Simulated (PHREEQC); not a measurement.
Model water analysis in mg/L, 85 °C, pH 3.86, pe 12.9: Na 20.6; K 33.9; Ca 92.5; Mg 2.27; Cl 69.2; S(6) as SO4 264; Zn 0.201; O(0) (dissolved oxygen) 0.0298; Cu(2) 0.0822; N(5) as NO3 10.6; Fe(3) 7.33.

Valence states are taken as typed.

The numbers come from PHREEQC with the ion-association model, phreeqc.dat.

This is a speciation only: nothing precipitates in the calculation.

Task: Estimate the ionic strength, specific conductance.

Result: ionic strength 0.0104 mol/kgw; specific conductance 2120 µS/cm.

Task: In which forms is K present?

Result: K+ 98 %, KSO4- 2.2 % of the K.

Examples of supersaturated solids here: Jarosite-K, Hematite (slow to form). Others may be too. Away from 25 °C the constants follow the database's enthalpies or fits; those with neither stay at their 25 °C values.
